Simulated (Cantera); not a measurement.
Feed: 1 mol AlN, 0.82 mol Cl₂, 88 mol N₂, held at 0.100 bar.

These are equilibrium values from Cantera (NASA tables, ideal gas, pure condensed phases), not measurements of a reactor. Candidate condensed phases: Al, AlCl₃, AlN; 11 gas species. The tables' values for AlCl₂ are old estimates; treat these amounts as uncertain. Equilibrium is a limit: real reactors are often held back by kinetics, nucleation or transport.

x: gas mole fraction; n: condensed amount in mol.

```
T (K)   x N₂    x AlCl  x AlCl₃   x AlCl₂  x Cl      x Al     x Cl₂  n AlN(s)
-----  -----  --------  -------  --------  ----  --------  --------  --------
1300   0.994   6.55e-6  0.00612   4.64e-5     ?    <1e-12  3.02e-11     0.452
1350   0.994   2.14e-5  0.00608   9.44e-5     ?  6.67e-12  5.59e-11     0.449
1400   0.994   6.39e-5  0.00601  0.000182     ?  5.09e-11  9.86e-11     0.444
1450   0.994  0.000176  0.00587  0.000331     ?  3.37e-10  1.66e-10     0.433
1500   0.993  0.000450  0.00562  0.000570     ?   1.96e-9  2.66e-10     0.410
1550   0.993   0.00106  0.00517  0.000921     ?   1.02e-8  4.03e-10     0.363
1600   0.992   0.00232  0.00444   0.00137     ?   4.76e-8  5.65e-10     0.275
1650   0.990   0.00462  0.00336   0.00182     ?   2.03e-7  7.10e-10     0.124
1700   0.989   0.00659  0.00254   0.00204     ?   5.14e-7   1.16e-9         0
1750   0.989   0.00654  0.00248   0.00215     ?   6.61e-7   3.28e-9         0
1800   0.989   0.00651  0.00240   0.00226     ?   8.43e-7   8.68e-9         0
1850   0.989   0.00651  0.00231   0.00235     ?   1.07e-6   2.15e-8         0
```

Question: Some entries are withheld; supply them.

Answer: 
- 1300, x Cl: 2.16e-7
- 1350, x Cl: 4.51e-7
- 1400, x Cl: 8.93e-7
- 1450, x Cl: 1.68e-6
- 1500, x Cl: 3.01e-6
- 1550, x Cl: 5.14e-6
- 1600, x Cl: 8.26e-6
- 1650, x Cl: 1.23e-5
- 1700, x Cl: 2.07e-5
- 1750, x Cl: 4.50e-5
- 1800, x Cl: 9.31e-5
- 1850, x Cl: 0.000184
